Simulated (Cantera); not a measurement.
Input: 1 mol Si, 5.2 mol HCl, 8.3 mol H2, held at 230000 Pa.

Method: chemical equilibrium by Gibbs-energy minimisation in Cantera with the NASA 1993 tables (ideal gas, pure condensed phases). Candidate condensed phases: Si; 19 gas species. The tables' values for SiCl3 are old estimates; treat these amounts as uncertain. Equilibrium is a limit: real reactors are often held back by kinetics, nucleation or transport.

x: gas mole fraction; nothing condenses.

| T (°C) | x H2 | x HCl | x SiCl4 | x SiHCl3 | x SiCl3 | x SiCl2 |
|---|---|---|---|---|---|---|
| 452 | 0.824 | 0.0962 | 0.0798 | 0.000211 | 1.99e-8 | (withheld) |
| 527 | 0.823 | 0.0966 | 0.0794 | 0.000612 | 3.08e-7 | (withheld) |
| 602 | 0.823 | 0.0975 | 0.0785 | 0.00145 | 2.91e-6 | (withheld) |
| 677 | 0.821 | 0.0990 | 0.0770 | 0.00293 | 1.88e-5 | (withheld) |
| 752 | 0.819 | 0.101 | 0.0747 | 0.00518 | 8.99e-5 | (withheld) |
| 827 | 0.815 | 0.105 | 0.0713 | 0.00819 | 0.000334 | (withheld) |
| 902 | 0.811 | 0.109 | 0.0669 | 0.0117 | 0.00100 | (withheld) |
| 977 | 0.804 | 0.116 | 0.0610 | 0.0151 | 0.00250 | (withheld) |

Some entries are withheld; supply them.


- 452, x SiCl2: 1.22e-12
- 527, x SiCl2: 1.33e-10
- 602, x SiCl2: 6.25e-9
- 677, x SiCl2: 1.54e-7
- 752, x SiCl2: 2.26e-6
- 827, x SiCl2: 2.18e-5
- 902, x SiCl2: 0.000147
- 977, x SiCl2: 0.000731
